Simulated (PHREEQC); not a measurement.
A made-up water analysis in mg/L, 25 °C, pH 3.84, pe 11.8:

```tsv
constituent	mg/L
Na	37.5
K	8.21
Ca	80.4
Mg	22
Cl	52.4
S(6) as SO4	334
Zn	1.05
Fe(3)	2.62
Mn(2)	0.148
Al	0.19
```

Valence states are taken as typed.

All values are PHREEQC results (ion-association model, phreeqc.dat), not measurements.

Precipitation was switched off in this run.

Question: Order these Al species by the share of Al that they hold, largest first: Al(SO4)2-, Al+3, AlOH+2, AlSO4+.

Answer: AlSO4+ (69 %), Al+3 (26 %), Al(SO4)2- (4.0 %), AlOH+2 (1.1 %)

Question: Order these Zn species by the share of Zn that they hold, largest first: Zn+2, ZnCl+, Zn(SO4)2-2, ZnSO4.

Answer: Zn+2 (78 %), ZnSO4 (22 %), Zn(SO4)2-2 (0.51 %), ZnCl+ (0.20 %)

The pH is 3.84 and the ionic strength 0.0123 mol/kgw. Saturation is exceeded, for instance for Jarosite-K, Hematite (slow to form); the values hold only as long as no solid forms. Species that the database lacks are ignored.
